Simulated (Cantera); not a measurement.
# Premixed flame

A freely propagating, adiabatic, planar premixed flame of H₂ : O₂ : N₂ = 1 : 0.769 : 2.89 (molar parts), equivalence ratio 0.65, unburnt at 475 K and 1.60 bar; mixture-averaged transport, grid criteria slope 0.08 and curve 0.16, no radiation.

Cantera simulation using the H2/O2 subset of GRI-Mech 3.0, which has no nitrogen chemistry; the numbers are that mechanism's predictions, not measurements. Burning velocities carry a grid error of a few per cent, more on coarse grids. Lean hydrogen flames are cellular in practice and burn faster than this planar one.

| z (mm) | T (K) | u (m/s) | x H₂ | x O₂ | x O | x HO₂ | x H | x OH |
|---|---|---|---|---|---|---|---|---|
| -0.654 | 475 | 2.54 | 0.215 | 0.165 | <1e-8 | <1e-8 | <1e-8 | <1e-8 |
| -0.436 | 475 | 2.54 | 0.214 | 0.165 | <1e-8 | 1.53e-8 | <1e-8 | <1e-8 |
| -0.327 | 475 | 2.53 | 0.214 | 0.165 | <1e-8 | 1.42e-7 | <1e-8 | <1e-8 |
| -0.218 | 477 | 2.53 | 0.210 | 0.166 | 5.79e-8 | 3.37e-6 | <1e-8 | <1e-8 |
| -0.109 | 538 | 2.78 | 0.184 | 0.169 | 7.41e-6 | 0.000327 | 2.83e-5 | 4.08e-5 |
| -0.0545 | 809 | 4.05 | 0.140 | 0.161 | 0.000271 | 0.000367 | 0.00172 | 0.000731 |
| 0 | 1191 | 5.85 | 0.0803 | 0.131 | 0.00281 | 0.000179 | 0.00902 | 0.00242 |
| 0.0545 | 1468 | 7.16 | 0.0353 | 0.0943 | 0.00698 | 0.000101 | 0.0144 | 0.00636 |
| 0.109 | 1624 | 7.90 | 0.0178 | 0.0768 | 0.00851 | 6.66e-5 | 0.0133 | 0.00930 |
| 0.218 | 1779 | 8.60 | 0.0104 | 0.0689 | 0.00713 | 4.15e-5 | 0.00815 | 0.0109 |
| 0.436 | 1903 | 9.15 | 0.00643 | 0.0666 | 0.00430 | 2.34e-5 | 0.00350 | 0.0101 |
| 0.873 | 1984 | 9.49 | 0.00317 | 0.0658 | 0.00204 | 1.13e-5 | 0.00110 | 0.00778 |
| 1.75 | 2026 | 9.67 | 0.00127 | 0.0660 | 0.000810 | 5.17e-6 | 0.000266 | 0.00519 |
x: mole fraction of selected species; z is measured from the peak of heat release.

- laminar burning velocity: 254 cm/s
- thermal thickness: 0.218 mm
- peak x(O): 0.00853
- peak x(HO₂): 0.000484
- peak x(H): 0.0146
- peak x(OH): 0.0109
